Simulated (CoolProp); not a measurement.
Properties of R142b along the isotherm 470 K.

Model: reference Helmholtz-energy equation of state, Lemmon 2006, in CoolProp. It is a short technical equation, of lower accuracy than the large ones.

```json
[
 {"p (MPa)": "0.0192", "phase": "gas", "Z": "0.9990", "cv (kJ/(kg K))": "1.001", "expansivity (1/kK)": "2.135", "viscosity (µPa s)": "16.1", "conductivity (mW/(m K))": "24.9"},
 {"p (MPa)": "0.0282", "phase": "gas", "Z": "0.9985", "cv (kJ/(kg K))": "1.001", "expansivity (1/kK)": "2.139", "viscosity (µPa s)": "16.1", "conductivity (mW/(m K))": "24.9"},
 {"p (MPa)": "0.0414", "phase": "gas", "Z": "0.9978", "cv (kJ/(kg K))": "1.001", "expansivity (1/kK)": "2.144", "viscosity (µPa s)": "16.1", "conductivity (mW/(m K))": "24.9"},
 {"p (MPa)": "0.0608", "phase": "gas", "Z": "0.9967", "cv (kJ/(kg K))": "1.001", "expansivity (1/kK)": "2.152", "viscosity (µPa s)": "16.1", "conductivity (mW/(m K))": "24.9"},
 {"p (MPa)": "0.0893", "phase": "gas", "Z": "0.9952", "cv (kJ/(kg K))": "1.002", "expansivity (1/kK)": "2.163", "viscosity (µPa s)": "16.1", "conductivity (mW/(m K))": "24.9"},
 {"p (MPa)": "0.131", "phase": "gas", "Z": "0.9930", "cv (kJ/(kg K))": "1.002", "expansivity (1/kK)": "2.180", "viscosity (µPa s)": "16.1", "conductivity (mW/(m K))": "25.0"},
 {"p (MPa)": "0.192", "phase": "gas", "Z": "0.9897", "cv (kJ/(kg K))": "…", "expansivity (1/kK)": "2.205", "viscosity (µPa s)": "16.2", "conductivity (mW/(m K))": "25.0"},
 {"p (MPa)": "0.282", "phase": "gas", "Z": "0.9848", "cv (kJ/(kg K))": "1.004", "expansivity (1/kK)": "2.243", "viscosity (µPa s)": "16.2", "conductivity (mW/(m K))": "25.1"},
 {"p (MPa)": "0.414", "phase": "gas", "Z": "0.9776", "cv (kJ/(kg K))": "1.005", "expansivity (1/kK)": "2.299", "viscosity (µPa s)": "16.2", "conductivity (mW/(m K))": "25.2"},
 {"p (MPa)": "0.608", "phase": "gas", "Z": "0.9669", "cv (kJ/(kg K))": "1.007", "expansivity (1/kK)": "2.387", "viscosity (µPa s)": "16.3", "conductivity (mW/(m K))": "25.3"},
 {"p (MPa)": "0.893", "phase": "gas", "Z": "0.9510", "cv (kJ/(kg K))": "1.010", "expansivity (1/kK)": "2.525", "viscosity (µPa s)": "16.4", "conductivity (mW/(m K))": "25.5"},
 {"p (MPa)": "1.31", "phase": "gas", "Z": "0.9272", "cv (kJ/(kg K))": "1.015", "expansivity (1/kK)": "2.750", "viscosity (µPa s)": "16.5", "conductivity (mW/(m K))": "25.9"},
 {"p (MPa)": "1.92", "phase": "gas", "Z": "0.8913", "cv (kJ/(kg K))": "1.022", "expansivity (1/kK)": "3.136", "viscosity (µPa s)": "16.8", "conductivity (mW/(m K))": "26.5"},
 {"p (MPa)": "2.82", "phase": "gas", "Z": "0.8355", "cv (kJ/(kg K))": "1.034", "expansivity (1/kK)": "3.872", "viscosity (µPa s)": "17.5", "conductivity (mW/(m K))": "27.6"},
 {"p (MPa)": "4.14", "phase": "supercritical", "Z": "0.7473", "cv (kJ/(kg K))": "…", "expansivity (1/kK)": "5.502", "viscosity (µPa s)": "19.1", "conductivity (mW/(m K))": "29.9"},
 {"p (MPa)": "6.08", "phase": "supercritical", "Z": "0.6079", "cv (kJ/(kg K))": "1.089", "expansivity (1/kK)": "9.798", "viscosity (µPa s)": "…", "conductivity (mW/(m K))": "35.7"}
]
```

Q: Some entries are withheld; supply them.

A: 
- 0.192, cv (kJ/(kg K)): 1.003
- 4.14, cv (kJ/(kg K)): 1.054
- 6.08, viscosity (µPa s): 23.8

Viscosity comes from a separate model (Huber 2003), an estimate that may be off by 10 % or more. Thermal conductivity comes from a separate model (Huber 2003), an estimate that may be off by 10 % or more.
